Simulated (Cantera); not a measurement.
Thermodynamics of silicon oxide and oxynitride deposition, feed SiH₄ + O₃

A closed system holds: 1 mol SiH₄, 2 mol O₃, equilibrated at 0.133 bar.

Equilibrium computed with Cantera from the NASA thermochemical tables; the gas is ideal and each condensed phase is pure. Candidate condensed phases: H₂O, Si, SiO₂; 18 gas species. The tables hold silica as quartz up to 1696 K and as liquid above; real silica turns to tridymite and cristobalite and melts near 1996 K. Gases not in the tables: Si(OH)₄. Kinetics and transport are ignored.

From 1025 K to 1625 K the condensed part is SiO₂(β-quartz). From 1775 K to 1925 K the condensed part is SiO₂(condensed). At 2075 K the condensed part is SiO₂(l).

| T (K) | log p H₂O | log p O₂ | log p OH | log p O | log p H₂ | log p H | log p HO₂ | n SiO₂(β-quartz) | n SiO₂(condensed) | n SiO₂(l) |
|---|---|---|---|---|---|---|---|---|---|---|
| 1025 | -1.05 | -1.35 | -6.93 | -10.16 | -10.12 | <-12 | -9.39 | 1.00 | 0 | 0 |
| 1175 | -1.05 | -1.35 | -5.87 | -8.51 | -8.50 | -11.16 | -8.53 | 1.00 | 0 | 0 |
| 1325 | -1.05 | -1.35 | -5.05 | -7.24 | -7.25 | -9.41 | -7.86 | 1.00 | 0 | 0 |
| 1475 | -1.05 | -1.35 | -4.40 | -6.22 | -6.25 | -8.01 | -7.32 | 1.00 | 0 | 0 |
| 1625 | -1.05 | -1.35 | -3.86 | -5.39 | -5.43 | -6.87 | -6.88 | 1.00 | 0 | 0 |
| 1775 | -1.05 | -1.35 | -3.42 | -4.70 | -4.75 | -5.91 | -6.52 | 0 | 1.00 | 0 |
| 1925 | -1.05 | -1.36 | -3.05 | -4.11 | -4.17 | -5.11 | -6.22 | 0 | 1.000 | 0 |
| 2075 | -1.06 | -1.36 | -2.74 | -3.61 | -3.68 | -4.42 | -5.96 | 0 | 0 | 1.000 |
log p: log10 of the partial pressure in bar; n: condensed amount in mol.
